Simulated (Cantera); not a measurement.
A closed system holds: 1 mol HMDSO, 4 mol H2O, 13 mol H2, equilibrated at 675 °C and 1.00 bar.

Cantera equilibrium calculation (NASA polynomials, part measured and part estimated; ideal gas, pure solids and liquids). Candidate condensed phases: C, C6H6, C7H8, C8H18, H2O, Si, SiC, SiO2; 123 gas species. The feed counts by its element totals alone. Equilibrium is a limit: real reactors are often held back by kinetics, nucleation or transport.

Base state: H2 0.838, CH4 0.121, CO 0.0223, H2O 0.0181, CO2 0.000874 (mole fractions); condensed: C(graphite) + SiO2(β-quartz).

Problem. What changes in the equilibrium state with this change: temperature from 675 °C to 1652 °C?

Solution. 
```
species                before     after
-------------------  --------  --------
H2                      0.838     0.838
CO                     0.0223     0.145
SiO                     <1e-9    0.0162
CH4                     0.121   9.68e-5
H2O                    0.0181   7.36e-5
H                       <1e-9  0.000875
C2H2 (acetylene)        <1e-9   2.68e-5
CO2                  0.000874   2.96e-6
C(graphite), mol         2.59         0
SiO2(β-quartz), mol      2.00         0
SiC(s), mol                 0      1.50
```
